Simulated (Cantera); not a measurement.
**Stirred combustor or abatement burner**

A perfectly stirred reactor is fed with 5.87 % CH4, 0.252 % CO, 22.8 % O2, 71.0 % N2, at 100000 Pa; it is adiabatic with a 525 K inlet, and is followed from long to short residence time, starting on the burning branch (τ in s: 0.024, 0.012, 0.0064, 0.0033, 0.0017, 0.00088, 0.00045, 0.00023, 0.00012, 6.2e-05, 3.2e-05, 1.6e-05, 8.4e-06).

Model: GRI-Mech 3.0 (53 species, 325 reactions), integrated in Cantera.

| τ (s) | T (K) | x CH4 | x CO | x O2 | x H2O | x C2H2 |
|---|---|---|---|---|---|---|
| 0.024 | 1832 | 2.18e-5 | 0.000774 | 0.110 | 0.116 | 1.03e-9 |
| 0.012 | 1824 | 3.39e-5 | 0.00122 | 0.110 | 0.116 | 1.46e-9 |
| 0.0064 | 1814 | 5.07e-5 | 0.00183 | 0.110 | 0.115 | 1.97e-9 |
| 0.0033 | 1798 | 7.83e-5 | 0.00280 | 0.110 | 0.114 | 2.69e-9 |
| 0.0017 | 1777 | 0.000124 | 0.00426 | 0.110 | 0.113 | 3.80e-9 |
| 0.00088 | 1746 | 0.000201 | 0.00643 | 0.111 | 0.112 | 5.80e-9 |
| 0.00045 | 1703 | 0.000354 | 0.00984 | 0.113 | 0.111 | 1.04e-8 |
| 0.00023 | 1642 | 0.000712 | 0.0154 | 0.117 | 0.108 | 2.56e-8 |
| 0.00012 | 525 | 0.0587 | 0.00252 | 0.228 | <1e-12 | <1e-12 |
| 6.2e-5 | 525 | 0.0587 | 0.00252 | 0.228 | <1e-12 | <1e-12 |
| 3.2e-5 | 525 | 0.0587 | 0.00252 | 0.228 | <1e-12 | <1e-12 |
| 1.6e-5 | 525 | 0.0587 | 0.00252 | 0.228 | <1e-12 | <1e-12 |
| 8.4e-6 | 525 | 0.0587 | 0.00252 | 0.228 | <1e-12 | <1e-12 |
x: mole fraction; the columns are a selection and need not sum to one.
